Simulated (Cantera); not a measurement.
**Equilibrium for abatement and gas-phase synthesis: CO2 + SO2 + N2**

Charge: 1 mol CO2, 0.073 mol SO2, 14 mol N2, at 1575 °C.

Method: chemical equilibrium by Gibbs-energy minimisation in Cantera with the NASA 1993 tables (ideal gas, pure condensed phases). Candidate condensed phases: C, S; 35 gas species. The ideal-gas law is rough above about 30 bar. Rates play no part.

From 0.0750 Torr to 225000 Torr nothing is condensed. The main C-bearing gas is CO2 throughout.

| P (Pa) | x N2 | x CO2 | x CO | x O2 | x SO2 | x O | x NO |
|---|---|---|---|---|---|---|---|
| 10 | 0.919 | 0.0476 | 0.0180 | 0.00777 | 0.00462 | 0.00167 | 0.00101 |
| 52 | 0.923 | 0.0546 | 0.0113 | 0.00500 | 0.00472 | 0.000588 | 0.000814 |
| 280 | 0.925 | 0.0593 | 0.00681 | 0.00302 | 0.00477 | 0.000197 | 0.000633 |
| 1400 | 0.927 | 0.0621 | 0.00413 | 0.00180 | 0.00480 | 6.79e-5 | 0.000489 |
| 7600 | 0.927 | 0.0638 | 0.00242 | 0.00102 | 0.00482 | 2.20e-5 | 0.000369 |
| 40000 | 0.928 | 0.0649 | 0.00143 | 0.000576 | 0.00483 | 7.19e-6 | 0.000277 |
| 210000 | 0.928 | 0.0655 | 0.000843 | 0.000320 | 0.00483 | 2.34e-6 | 0.000206 |
| 1100000 | 0.929 | 0.0658 | 0.000501 | 0.000175 | 0.00484 | 7.55e-7 | 0.000153 |
| 5700000 | 0.929 | 0.0660 | 0.000301 | 9.40e-5 | 0.00484 | 2.43e-7 | 0.000112 |
| 30000000 | 0.929 | 0.0662 | 0.000182 | 4.88e-5 | 0.00484 | 7.64e-8 | 8.06e-5 |
x: gas mole fraction; nothing condenses.
